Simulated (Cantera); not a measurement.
Feed: 1 mol CS2, 0.035 mol H2, a varied amount of N2, equilibrated at 975 K and 13300 Pa.

Method: chemical equilibrium by Gibbs-energy minimisation in Cantera with the NASA 1993 tables (ideal gas, pure condensed phases). Candidate condensed phases: C, C6H6, C7H8, C8H18, S; 100 gas species. Gases not in the tables: S3 to S7. Rates play no part.

x: gas mole fraction; n: condensed amount in mol.

```json
[
 {"n(N2) (mol)": "0.33", "x N2": "0.245", "x CS2": "0.648", "x S2": "0.0811", "x H2S": "0.0246", "x H2": "0.00132", "x SH": "[?]", "n C(graphite)": "0.126"},
 {"n(N2) (mol)": "0.49", "x N2": "0.325", "x CS2": "0.579", "x S2": "0.0725", "x H2S": "0.0220", "x H2": "0.00125", "x SH": "[?]", "n C(graphite)": "0.126"},
 {"n(N2) (mol)": "0.72", "x N2": "0.414", "x CS2": "0.503", "x S2": "0.0629", "x H2S": "0.0190", "x H2": "0.00116", "x SH": "[?]", "n C(graphite)": "0.126"},
 {"n(N2) (mol)": "1.1", "x N2": "0.519", "x CS2": "0.413", "x S2": "0.0516", "x H2S": "0.0155", "x H2": "0.00104", "x SH": "[?]", "n C(graphite)": "0.126"},
 {"n(N2) (mol)": "1.5", "x N2": "0.596", "x CS2": "0.347", "x S2": "0.0434", "x H2S": "0.0129", "x H2": "0.000949", "x SH": "[?]", "n C(graphite)": "0.126"},
 {"n(N2) (mol)": "2.3", "x N2": "0.693", "x CS2": "0.263", "x S2": "0.0330", "x H2S": "0.00973", "x H2": "0.000819", "x SH": "[?]", "n C(graphite)": "0.126"},
 {"n(N2) (mol)": "3.3", "x N2": "0.764", "x CS2": "0.202", "x S2": "0.0253", "x H2S": "0.00739", "x H2": "0.000710", "x SH": "[?]", "n C(graphite)": "0.125"},
 {"n(N2) (mol)": "4.9", "x N2": "0.828", "x CS2": "0.148", "x S2": "0.0185", "x H2S": "0.00531", "x H2": "0.000597", "x SH": "[?]", "n C(graphite)": "0.125"},
 {"n(N2) (mol)": "7.1", "x N2": "0.874", "x CS2": "0.108", "x S2": "0.0135", "x H2S": "0.00381", "x H2": "0.000501", "x SH": "[?]", "n C(graphite)": "0.125"},
 {"n(N2) (mol)": "10", "x N2": "0.907", "x CS2": "0.0794", "x S2": "0.00994", "x H2S": "0.00275", "x H2": "0.000422", "x SH": "[?]", "n C(graphite)": "0.125"}
]
```

**Question.** What belongs in the gaps?

**Answer.** 
- 0.33, x SH: 6.74e-6
- 0.49, x SH: 6.19e-6
- 0.72, x SH: 5.55e-6
- 1.1, x SH: 4.77e-6
- 1.5, x SH: 4.18e-6
- 2.3, x SH: 3.38e-6
- 3.3, x SH: 2.76e-6
- 4.9, x SH: 2.16e-6
- 7.1, x SH: 1.69e-6
- 10, x SH: 1.33e-6
